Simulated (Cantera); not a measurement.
## NO annealing gas

A perfectly stirred reactor is fed with 59.2 % NO, 40.8 % N2, at 13.5 Torr; it is held at 1823 K, and followed from long to short residence time.

Computed with Cantera and GRI-Mech 3.0 (53 species, 325 reactions). Radical loss at walls, strong at low pressure, is not modelled.

```json
[
 {"τ (s)": "7.8", "x NO": "0.550", "x O": "0.000215", "x NO2": "5.32e-5", "x N2O": "1.00e-4", "x N2": "0.429"},
 {"τ (s)": "2.7", "x NO": "0.578", "x O": "0.000165", "x NO2": "3.60e-5", "x N2O": "0.000114", "x N2": "0.415"},
 {"τ (s)": "0.93", "x NO": "0.587", "x O": "0.000139", "x NO2": "2.74e-5", "x N2O": "0.000115", "x N2": "0.411"},
 {"τ (s)": "0.32", "x NO": "0.590", "x O": "0.000121", "x NO2": "2.29e-5", "x N2O": "0.000104", "x N2": "0.409"},
 {"τ (s)": "0.11", "x NO": "0.591", "x O": "9.39e-5", "x NO2": "1.83e-5", "x N2O": "7.87e-5", "x N2": "0.408"},
 {"τ (s)": "0.038", "x NO": "0.592", "x O": "5.50e-5", "x NO2": "1.08e-5", "x N2O": "4.54e-5", "x N2": "0.408"},
 {"τ (s)": "0.013", "x NO": "0.592", "x O": "2.21e-5", "x NO2": "3.32e-6", "x N2O": "2.00e-5", "x N2": "0.408"},
 {"τ (s)": "0.0045", "x NO": "0.592", "x O": "7.83e-6", "x NO2": "6.09e-7", "x N2O": "7.62e-6", "x N2": "0.408"},
 {"τ (s)": "0.0015", "x NO": "0.592", "x O": "2.65e-6", "x NO2": "8.11e-8", "x N2O": "2.63e-6", "x N2": "0.408"}
]
```
x: mole fraction; the columns are a selection and need not sum to one.
